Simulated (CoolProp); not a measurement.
Vapour-liquid equilibrium of benzene (1) + n-nonane (2) at 0.294 MPa; x and y are mole fractions of (1).

Values from CoolProp's multi-fluid Helmholtz-energy mixture model, Thol 2012 and Lemmon 2006; pair parameters Bell 2016.

### Question
Give the bubble temperature and the first vapour's composition at x = 0.25, 0.35, 0.95. Is there an azeotrope?

### Answer
x = 0.25: 431.3 K, y = 0.653; x = 0.35: 422.5 K, y = 0.751; x = 0.95: 394.0 K, y = 0.988. No azeotrope shows between x = 0.05 and 0.95.

The pair parameters rest on a limited set of measurements; away from them the model extrapolates.
